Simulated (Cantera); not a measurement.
Input (Python, Cantera) and output of one run.

```python
import numpy as np
import cantera as ct

gas_names = [...]  # 136 gases of nasa_gas.yaml made of C, H, N, O
cond_names = """
    C(gr) C6H6(L) C7H8(L) C8H18(L),n-octa H2O(s) H2O(L)
""".split()


# ... load() reads the species with a 1 bar reference pressure and builds the phases ...
atoms = {
    'C3H6': {'C': 3, 'H': 6},
    'CO2': {'C': 1, 'O': 2},
    'N2': {'N': 2},
}
top_T = {'C(gr)': 4500}  # K; cautious upper limits of use, not melting points


# ... equilibrate(T, P, feed) seeds the gas with the atoms and calls Mixture.equilibrate('TP', solver="vcs", rtol=1e-11, max_steps=5000) ...
results = []
feed = {'C3H6': 1, 'CO2': 2.9, 'N2': 23}  # mol
P = 68  # Pa
for T in [2025, 2125, 2225, 2325, 2425, 2525, 2625]:
    mix = equilibrate(T, P, feed)
    results.append((T, P, feed, dict(zip(mix.species_names, mix.species_moles))))

top = {s: max(r[3][s] / sum(r[3][g] for g in gas_names) for r in results) for s in gas_names}
cols = sorted((s for s in top if top[s] > 1e-06), key=lambda s: -top[s])[:9]
seen = [c for c in cond_names if any(r[3].get(c, 0) > 1e-12 for r in results)]
print("log10 of partial pressures in bar; condensed amounts in mol")
print(f"{'T/K':>10s}" + "".join(f"{s[:9]:>10s}" for s in cols + seen))
for T, P, feed, n in results:
    ng = sum(n[g] for g in gas_names)
    print(f"{T:10.4g}" + "".join(f"{np.log10(max(n[s] / ng * P / 1e5, 1e-99)):10.3f}" for s in cols)
          + "".join(f"{n.get(c, 0):10.4g}" for c in seen))
```

Result:

```
log10 of partial pressures in bar; condensed amounts in mol
       T/K        N2        CO         H        H2       HCN        CN       HNC         C C2H2,acet
      2025    -3.314    -3.911    -4.844    -4.258    -5.714    -7.904    -6.940   -10.424    -7.578
      2125    -3.317    -3.915    -4.594    -4.308    -5.724    -7.521    -6.877    -9.697    -7.646
      2225    -3.323    -3.920    -4.384    -4.392    -5.742    -7.163    -6.828    -9.024    -7.721
      2325    -3.329    -3.926    -4.219    -4.521    -5.772    -6.823    -6.798    -8.396    -7.817
      2425    -3.335    -3.933    -4.099    -4.704    -5.828    -6.508    -6.798    -7.815    -7.960
      2525    -3.341    -3.938    -4.022    -4.940    -5.933    -6.238    -6.852    -7.301    -8.200
      2625    -3.344    -3.942    -3.978    -5.212    -6.114    -6.045    -6.986    -6.883    -8.590
```

Equilibrium computed with Cantera from the NASA thermochemical tables; the gas is ideal and each condensed phase is pure.
